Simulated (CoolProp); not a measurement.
Properties of dimethyl carbonate at several states (Tc = 557.0 K, pc = 49.09 bar, ω = 0.346).

Computed with CoolProp (reference Helmholtz-energy equation of state, Zhou 2011).

| T (K) | p (bar) | phase | Z | speed of sound (m/s) | isothermal compressibility (1/MPa) | expansivity (1/kK) |
|---|---|---|---|---|---|---|
| 416 | 106 | liquid | 0.3012 | 824.7 | 0.002139 | 1.560 |
| 392.4 | 35 | liquid | 0.1031 | 855.6 | 0.001966 | 1.569 |
| 392.7 | 29.3 | liquid | 0.08637 | 850.7 | 0.001995 | 1.582 |
